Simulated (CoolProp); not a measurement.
Computed with CoolProp (reference Helmholtz-energy equation of state, Zhou 2012).

Task: Give the vapour pressure (MPa), vapour density (kg/m³), enthalpy of vaporisation (kJ/kg), vapour viscosity (µPa s) of saturated m-xylene at 506.3, 524.5, 579.3 K.

Result: 
| T (K) | p (MPa) | vapour density (kg/m³) | enthalpy of vaporisation (kJ/kg) | vapour viscosity (µPa s) |
|---|---|---|---|---|
| 506.3 | 0.748 | 22.9 | 271 | 11.0 |
| 524.5 | 1.01 | 31.3 | 252 | 11.5 |
| 579.3 | 2.21 | 80.8 | 175 | 13.7 |

Viscosity comes from a separate model (Cao 2016).
